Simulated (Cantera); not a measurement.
What does this Cantera script print?

```python
import numpy as np
import cantera as ct

gas_names = """
    H H2 H2S N NH NH2 NH3 N2 N2H2 N2H4 Pb PbS Pb2 S SH SN S2 S8
""".split()
cond_names = """
    Pb(cr) Pb(L) PbS(s) PbS(L) S(cr1) S(cr2) S(L)
""".split()


# ... load() reads the species with a 1 bar reference pressure and builds the phases ...
atoms = {
    'Pb': {'Pb': 1},
    'H2S': {'H': 2, 'S': 1},
    'H2': {'H': 2},
    'NH3': {'N': 1, 'H': 3},
}
top_T = {}  # K; cautious upper limits of use, not melting points


# ... equilibrate(T, P, feed) seeds the gas with the atoms and calls Mixture.equilibrate('TP', solver="vcs", rtol=1e-11, max_steps=5000) ...
results = []
feed = {'Pb': 1, 'H2S': 0.017, 'H2': 6, 'NH3': 5.4}  # mol
P = 290000  # Pa
for T in [725, 925, 1125, 1325, 1525, 1725, 1925]:
    mix = equilibrate(T, P, feed)
    results.append((T, P, feed, dict(zip(mix.species_names, mix.species_moles))))

top = {s: max(r[3][s] / sum(r[3][g] for g in gas_names) for r in results) for s in gas_names}
cols = sorted((s for s in top if top[s] > 1e-05), key=lambda s: -top[s])[:6]
seen = [c for c in cond_names if any(r[3].get(c, 0) > 1e-12 for r in results)]
print("log10 of partial pressures in bar; condensed amounts in mol")
print(f"{'T/K':>10s}" + "".join(f"{s[:9]:>10s}" for s in cols + seen))
for T, P, feed, n in results:
    ng = sum(n[g] for g in gas_names)
    print(f"{T:10.4g}" + "".join(f"{np.log10(max(n[s] / ng * P / 1e5, 1e-99)):10.3f}" for s in cols)
          + "".join(f"{n.get(c, 0):10.4g}" for c in seen))
```

It prints:

```
log10 of partial pressures in bar; condensed amounts in mol
       T/K        H2        N2        Pb       NH3       H2S       PbS     Pb(L)    PbS(s)
       725     0.384    -0.338    -8.472    -1.757    -2.864    -8.447    0.9909  0.009124
       925     0.386    -0.333    -5.573    -2.590    -2.533    -5.832         1         0
      1125     0.386    -0.332    -3.723    -3.144    -2.539    -4.379    0.9987         0
      1325     0.385    -0.333    -2.443    -3.537    -2.593    -3.425    0.9769         0
      1525     0.381    -0.337    -1.507    -3.837    -2.795    -2.889    0.8097         0
      1725     0.361    -0.357    -0.795    -4.101    -3.164    -2.684         0         0
      1925     0.361    -0.357    -0.794    -4.278    -3.077    -2.725         0         0
```

These are equilibrium values from Cantera (NASA tables, ideal gas, pure condensed phases), not measurements of a reactor.
